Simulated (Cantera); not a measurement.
A Cantera script and what it prints.

```python
import numpy as np
import cantera as ct

gas_names = [...]  # 62 gases of nasa_gas.yaml made of B, F, H, N, O
cond_names = """
    B(b) B(L) BN(s) B2O3(L) B3O3H3(cr) H2O(s) H2O(L)
""".split()


# ... load() reads the species with a 1 bar reference pressure and builds the phases ...
atoms = {
    'BF3': {'B': 1, 'F': 3},
    'H2O': {'H': 2, 'O': 1},
    'N2': {'N': 2},
}
top_T = {'BN(s)': 3200}  # K; cautious upper limits of use, not melting points


# ... equilibrate(T, P, feed) seeds the gas with the atoms and calls Mixture.equilibrate('TP', solver="vcs", rtol=1e-11, max_steps=5000) ...
results = []
feed = {'BF3': 1, 'H2O': 0.26, 'N2': 33}  # mol
T = 1473  # K
P = 1000  # Pa
mix = equilibrate(T, P, feed)
results.append((T, P, feed, dict(zip(mix.species_names, mix.species_moles))))
print(gas.report(threshold=1e-06))
for i in range(1, mix.n_phases):
    print(f"{mix.phase(i).name:16s} {mix.phase_moles(i):12.5e} mol")
```

Result:

```
       temperature   1473 K
          pressure   1000 Pa
           density   0.0023581 kg/m^3
  mean mol. weight   28.881 kg/kmol
   phase of matter   gas

                          1 kg             1 kmol
                     ---------------   ---------------
          enthalpy        1.9387e+05         5.599e+06  J
   internal energy        -2.302e+05       -6.6482e+06  J
           entropy            9839.8        2.8418e+05  J/K
    Gibbs function         -1.43e+07         -4.13e+08  J
 heat capacity c_p              1239             35782  J/K
 heat capacity c_v            951.08             27468  J/K

                      mass frac. Y      mole frac. X     chem. pot. / RT
                     ---------------   ---------------   ---------------
               BF3          0.050358          0.021449           -137.91
               BOF          0.011923         0.0075173           -90.403
              HBO2         2.586e-06        1.7045e-06           -97.682
                HF          0.010419          0.015041           -54.786
               H2O        6.3098e-06        1.0116e-05           -62.064
                N2           0.92729           0.95598           -30.606
     [  +56 minor]        2.2042e-06          2.14e-06

B(b)              0.00000e+00 mol
BN(s)             0.00000e+00 mol
B2O3(L)           0.00000e+00 mol
B3O3H3(cr)        0.00000e+00 mol
```

Cantera equilibrium calculation (NASA polynomials, part measured and part estimated; ideal gas, pure solids and liquids).
